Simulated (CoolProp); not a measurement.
Fluorine along the isobar 4.16 MPa: Z from the reference equation and from simpler models built on Tc = -128.7 °C, pc = 5.240 MPa, ω = 0.045; each cubic takes its own stable root.

Values from CoolProp's reference Helmholtz-energy equation of state, de Reuck 1990.

```tsv
T (°C)	phase	reference	van der Waals	Soave-Redlich-Kwong	Peng-Robinson
-201.25	liquid	0.1655	0.2403	0.1644	0.1461
-168.65	liquid	0.1328	0.1912	0.1339	0.1184
-136.05	liquid	0.1418	0.5775	0.1605	0.1430
-103.45	gas	0.8240	0.8187	0.8229	0.8001
-70.85	gas	0.9096	0.8953	0.9114	0.8924
-38.35	gas	0.9492	0.9343	0.9536	0.9376
-5.75	gas	0.9709	0.9573	0.9768	0.9632
26.85	gas	0.9840	0.9718	0.9905	0.9789
```

At some of these states van der Waals gives the other phase, because its saturation line lies elsewhere.
